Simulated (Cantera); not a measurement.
Input: 1 mol Si3N4, 0.016 mol H2O, 37 mol H2, at 13300 Pa.

These are equilibrium values from Cantera (NASA tables, ideal gas, pure condensed phases), not measurements of a reactor. Candidate condensed phases: H2O, Si, SiO2, Si2N2O, Si3N4; 35 gas species. Mutual solubility and eutectic melting of coexisting phases are not modelled. Gases not in the tables: Si2H6 and higher silanes. Rates play no part.

Which condensed phases are stable at each of these points (T (°C)): 1327, 1402, 1477, 1552, 1627, 1702, 1777, 1852?


```csv
T (°C),condensed phases,Si condensed (%)
1327,Si(s) + Si2N2O(s) + Si3N4(s),99.9
1402,Si(s) + Si2N2O(s) + Si3N4(s),99.6
1477,Si(l) + Si3N4(s),99.4
1552,Si(l),99.4
1627,Si(l),99.2
1702,Si(l),98.9
1777,Si(l),98.3
1852,Si(l),97.0
```

From 1327 °C to 1402 °C the condensed part is Si(s) + Si2N2O(s) + Si3N4(s). At 1477 °C the condensed part is Si(l) + Si3N4(s). From 1552 °C to 1852 °C the condensed part is Si(l).
